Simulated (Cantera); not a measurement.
Cantera run:

```python
import numpy as np
import cantera as ct

gas_names = """
    C CN CO CO2 C2 CCN CNC C2N2 C2O C3 C3O2 C4 C4N2 C5 N NCO NO NO2 NO3 N2 N2O O O2 O3 Si SiC SiC2 SiN
    SiO SiO2 Si2 Si2C Si2N Si3
""".split()
cond_names = """
    C(gr) Si(cr) Si(L) SiC(b) SiO2(Lqz) SiO2(hqz) SiO2(L) Si2N2O(s) Si3N4(a)
""".split()


# ... load() reads the species with a 1 bar reference pressure and builds the phases ...
atoms = {
    'SiO2': {'Si': 1, 'O': 2},
    'CO': {'C': 1, 'O': 1},
    'N2': {'N': 2},
}
top_T = {'C(gr)': 4500, 'SiC(b)': 3050, 'Si2N2O(s)': 2100, 'Si3N4(a)': 2400}  # K; cautious upper limits of use, not melting points


# ... equilibrate(T, P, feed) seeds the gas with the atoms and calls Mixture.equilibrate('TP', solver="vcs", rtol=1e-11, max_steps=5000) ...
results = []
feed = {'SiO2': 1, 'CO': 1.7, 'N2': 2.9}  # mol
P = 550000  # Pa
for T in [1748, 1798, 1848, 1898, 1948, 1998, 2048, 2098, 2148, 2198, 2248]:
    mix = equilibrate(T, P, feed)
    results.append((T, P, feed, dict(zip(mix.species_names, mix.species_moles))))
    x = sorted(zip(gas.X, gas.species_names), reverse=True)
    print(f"T = {T:g} K  P = {P:g} Pa  gas = {mix.phase_moles(0):.4g} mol")
    print("   x: " + "  ".join(f"{s} {v:.3e}" for v, s in x if v > 1e-05))
    print("   condensed (mol): " + ("  ".join(f"{mix.phase(i).name} {mix.phase_moles(i):.4g}"
          for i in range(1, mix.n_phases) if mix.phase_moles(i) > 1e-12) or "none"))
```

It prints:

```
T = 1748 K  P = 550000 Pa  gas = 4.6 mol
   x: N2 6.304e-01  CO 3.694e-01  CO2 1.843e-04  SiO 7.770e-05
   condensed (mol): SiO2(L) 0.9993  Si2N2O(s) 0.0001635
T = 1798 K  P = 550000 Pa  gas = 4.601 mol
   x: N2 6.303e-01  CO 3.693e-01  CO2 1.928e-04  SiO 1.927e-04
   condensed (mol): SiO2(L) 0.9991
T = 1848 K  P = 550000 Pa  gas = 4.601 mol
   x: N2 6.302e-01  CO 3.692e-01  CO2 3.022e-04  SiO 3.022e-04
   condensed (mol): SiO2(L) 0.9986
T = 1898 K  P = 550000 Pa  gas = 4.602 mol
   x: N2 6.301e-01  CO 3.689e-01  CO2 4.621e-04  SiO 4.621e-04
   condensed (mol): SiO2(L) 0.9979
T = 1948 K  P = 550000 Pa  gas = 4.603 mol
   x: N2 6.300e-01  CO 3.686e-01  CO2 6.906e-04  SiO 6.906e-04
   condensed (mol): SiO2(L) 0.9968
T = 1998 K  P = 550000 Pa  gas = 4.605 mol
   x: N2 6.298e-01  CO 3.682e-01  SiO 1.010e-03  CO2 1.010e-03
   condensed (mol): SiO2(L) 0.9953
T = 2048 K  P = 550000 Pa  gas = 4.607 mol
   x: N2 6.295e-01  CO 3.676e-01  SiO 1.450e-03  CO2 1.450e-03
   condensed (mol): SiO2(L) 0.9933
T = 2098 K  P = 550000 Pa  gas = 4.609 mol
   x: N2 6.291e-01  CO 3.668e-01  SiO 2.042e-03  CO2 2.042e-03
   condensed (mol): SiO2(L) 0.9906
T = 2148 K  P = 550000 Pa  gas = 4.613 mol
   x: N2 6.287e-01  CO 3.657e-01  SiO 2.827e-03  CO2 2.826e-03
   condensed (mol): SiO2(L) 0.987
T = 2198 K  P = 550000 Pa  gas = 4.618 mol
   x: N2 6.280e-01  CO 3.643e-01  SiO 3.851e-03  CO2 3.850e-03
   condensed (mol): SiO2(L) 0.9822
T = 2248 K  P = 550000 Pa  gas = 4.624 mol
   x: N2 6.272e-01  CO 3.625e-01  SiO 5.168e-03  CO2 5.166e-03
   condensed (mol): SiO2(L) 0.9761
```

These are equilibrium values from Cantera (NASA tables, ideal gas, pure condensed phases), not measurements of a reactor. Mutual solubility and eutectic melting of coexisting phases are not modelled. The tables hold silica as quartz up to 1696 K and as liquid above; real silica turns to tridymite and cristobalite and melts near 1996 K.
